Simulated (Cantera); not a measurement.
What does this Cantera script print?

```python
import numpy as np
import cantera as ct

gas_names = """
    Ca CaF CaF2 CaO Ca2 F FO FO2 F2 F2O N NF NF2 NF3 NO NO2 NO3 N2 N2O O O2 O3
""".split()
cond_names = """
    Ca(a) Ca(b) Ca(L) CaF2(a) CaF2(b) CaF2(L) CaO(s) CaO(L)
""".split()


# ... load() reads the species with a 1 bar reference pressure and builds the phases ...
atoms = {
    'CaO': {'Ca': 1, 'O': 1},
    'NF3': {'N': 1, 'F': 3},
    'O2': {'O': 2},
}
top_T = {}  # K; cautious upper limits of use, not melting points


# ... equilibrate(T, P, feed) seeds the gas with the atoms and calls Mixture.equilibrate('TP', solver="vcs", rtol=1e-11, max_steps=5000) ...
results = []
feed = {'CaO': 1, 'NF3': 0.9, 'O2': 7.8}  # mol
P = 133.322  # Pa
for T in [1523, 1573, 1623, 1673, 1723, 1773, 1823]:
    mix = equilibrate(T, P, feed)
    results.append((T, P, feed, dict(zip(mix.species_names, mix.species_moles))))

top = {s: max(r[3][s] / sum(r[3][g] for g in gas_names) for r in results) for s in gas_names}
cols = sorted((s for s in top if top[s] > 0.0001), key=lambda s: -top[s])[:6]
seen = [c for c in cond_names if any(r[3].get(c, 0) > 1e-12 for r in results)]
print("log10 of partial pressures in bar; condensed amounts in mol")
print(f"{'T/K':>10s}" + "".join(f"{s[:9]:>10s}" for s in cols + seen))
for T, P, feed, n in results:
    ng = sum(n[g] for g in gas_names)
    print(f"{T:10.4g}" + "".join(f"{np.log10(max(n[s] / ng * P / 1e5, 1e-99)):10.3f}" for s in cols)
          + "".join(f"{n.get(c, 0):10.4g}" for c in seen))
```

It prints:

```
log10 of partial pressures in bar; condensed amounts in mol
       T/K        O2      CaF2         F        N2         O        NO   CaF2(b)   CaF2(L)
      1523    -2.933    -5.452    -4.007    -4.202    -6.725    -6.041    0.9749         0
      1573    -2.935    -5.022    -4.009    -4.204    -6.449    -5.944    0.9321         0
      1623    -2.940    -4.622    -4.013    -4.210    -6.191    -5.855    0.8275         0
      1673    -2.951    -4.249    -4.024    -4.222    -5.951    -5.779    0.5822         0
      1723    -2.974    -3.917    -4.047    -4.246    -5.732    -5.719         0   0.05521
      1773    -2.977    -3.895    -4.050    -4.250    -5.516    -5.645         0         0
      1823    -2.977    -3.895    -4.050    -4.252    -5.310    -5.572         0         0
```

Cantera equilibrium calculation (NASA polynomials, part measured and part estimated; ideal gas, pure solids and liquids).
